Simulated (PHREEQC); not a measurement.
A column of 0.1 m (40 cells, dispersivity 0.005 m, 720 s a shift, diffusion coefficient 3e-10 m²/s) holds 0.027 eq of the database's cation exchanger X per kg of pore water, first in equilibrium with 0.019 mol/kgw ZnCl2, 0.056 mol/kgw CdCl2 and 1e-05 mol/kgw HCl. It is flushed with 0.053 mol NaCl and 1e-05 mol HCl per kg of water, at 25 °C. Values are for the last cell. No CO2 enters from the air. Precipitation was switched off in this run.

The series has 33 steps of pore volumes, from 0 to 4.013.

All values are PHREEQC results (ion-association model, phreeqc.dat), not measurements.

**Question.** After how many pore volumes does Na at the outlet first reach half of its feed value?

**Answer.** By 1.1 pore volumes.
